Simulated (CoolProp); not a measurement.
A closed Brayton cycle with dry air: compressor inlet 322.15 K and 0.32 MPa, high pressure 1.03 MPa, turbine inlet 700 K, compressor efficiency 0.85, turbine efficiency 0.85, recuperator effectiveness 0.95 (on enthalpy, no pinch check). Each further row changes one setting.

Values from CoolProp's reference Helmholtz-energy equation of state, Lemmon 2000. It is a pseudo-pure fit of the blend.

```
case                           thermal efficiency (%)  net work (kJ/kg)  compressor to turbine work  compressor exit (K)  turbine exit (K)
-----------------------------  ----------------------  ----------------  --------------------------  -------------------  ----------------
as stated                                        11.6              20.4                        0.88                471.2             537.8
turbine inlet 650 K                               4.9        (withheld)                        0.95                471.2        (withheld)
compressor inlet 332.15 K                  (withheld)        (withheld)                  (withheld)           (withheld)             537.8
high pressure 0.875 MPa                    (withheld)        (withheld)                        0.84                447.5             557.7
recuperator effectiveness 0.5                     9.9              20.4                        0.88                471.2             537.8
```

Problem. Complete the blanks.

Solution. 
- turbine inlet 650 K, net work (kJ/kg): 7.90
- turbine inlet 650 K, turbine exit (K): 498.1
- compressor inlet 332.15 K, thermal efficiency (%): 9.0
- compressor inlet 332.15 K, net work (kJ/kg): 15.7
- compressor inlet 332.15 K, compressor to turbine work: 0.91
- compressor inlet 332.15 K, compressor exit (K): 485.6
- high pressure 0.875 MPa, thermal efficiency (%): 15.2
- high pressure 0.875 MPa, net work (kJ/kg): 23.9
